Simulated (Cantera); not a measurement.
Feed: 1 mol Si₃N₄, 0.5 mol N₂O, 35 mol N₂, at 702 °C and 7.50 Torr.

Method: chemical equilibrium by Gibbs-energy minimisation in Cantera with the NASA 1993 tables (ideal gas, pure condensed phases). Candidate condensed phases: Si, SiO₂, Si₂N₂O, Si₃N₄; 16 gas species. Rates play no part.

Base state: N₂ 1.00 (mole fractions); condensed: Si₂N₂O(s) + Si₃N₄(s).

Q: What changes in the equilibrium state with this change: 0.69 mol HCl added?

A: 
```csv
species,before,after
N₂,1.00,0.982
HCl,0,0.0151
H₂,0,0.00196
SiCl₄,0,0.000977
"Si₂N₂O(s), mol",0.500,0.500
"Si₃N₄(s), mol",0.667,0.655
```
Further candidate phases: H₂O, NH₄Cl.
